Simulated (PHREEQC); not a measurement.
Dissolve 0.067 mol/kgw HF, 0.023 mol/kgw (CH3)4NF and 0.21 mol/kgw H2SO4 at 65 °C. It is in equilibrium with CO2 at log p = -2 (atm). Otherwise closed; pH follows from the charge balance.

Equilibrium calculation in PHREEQC: ion-association model, phreeqc.dat.

This is a speciation only: nothing precipitates in the calculation.

### Question
Predict the pH, ionic strength.

### Answer
pH 0.81; ionic strength 0.238 mol/kgw.

### Question
In which forms is S present?

### Answer
HSO4- 93 %, SO4-2 6.6 % of the S.

(CH3)4N+ isn't in the database: it is added as a free cation with an ion size of 4 Å. At this temperature some constants are extrapolated from 25 °C, and those without enthalpy data are left unchanged.
